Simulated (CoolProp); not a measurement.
Vapour-liquid equilibrium of CH3F (R41) (1) + chloromethane (R40) (2) at -16.95 °C; x and y are mole fractions of (1).

Values from CoolProp's multi-fluid Helmholtz-energy mixture model, Lemmon 2006 and Thol 2014; pair parameters Bell 2016.

**Question.** Give the bubble pressure and the first vapour's composition at x = 0.05, 0.2, 0.95. Is there an azeotrope?

**Answer.** x = 0.05: 0.1956 MPa, y = 0.325; x = 0.2: 0.3725 MPa, y = 0.684; x = 0.95: 1.189 MPa, y = 0.989. No azeotrope shows between x = 0.05 and 0.95.

Pair parameters are fitted to limited data, so mixtures are less certain than the pure fluids. The gap from Raoult's law changes sign with composition, which may be real or a fault of the pair parameters; it wasn't checked against measurements.
